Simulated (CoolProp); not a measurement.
Propylene glycol along the isobar 6.2 MPa: fugacity coefficient from the reference equation and from simpler models built on Tc = 400.8 °C, pc = 7.292 MPa, ω = 0.327; each cubic takes its own stable root.

Computed with CoolProp (reference Helmholtz-energy equation of state, Eisenbach 2021).

| T (°C) | phase | reference |
|---|---|---|
| 195.35 | liquid | 0.02273 |
| 217.05 | liquid | 0.04103 |
| 238.65 | liquid | 0.06913 |
| 260.35 | liquid | 0.1102 |
| 281.95 | liquid | 0.1664 |
| 303.55 | liquid | 0.2402 |
| 325.25 | liquid | 0.3333 |
| 346.85 | liquid | 0.4444 |

Task: How far does each simpler model (van der Waals, Redlich-Kwong, Soave-Redlich-Kwong, Peng-Robinson) lie from the reference over these 8 states: mean and median of the absolute difference, and the worst?

Result: 
- van der Waals: mean 317.4 %, median 212.4 %, worst +918.9 % at 195.35 °C and 6.2 MPa
- Redlich-Kwong: mean 141.9 %, median 111.5 %, worst +348.7 % at 195.35 °C and 6.2 MPa
- Soave-Redlich-Kwong: mean 66.6 %, median 57.0 %, worst +145.9 % at 195.35 °C and 6.2 MPa
- Peng-Robinson: mean 61.9 %, median 52.1 %, worst +141.4 % at 195.35 °C and 6.2 MPa
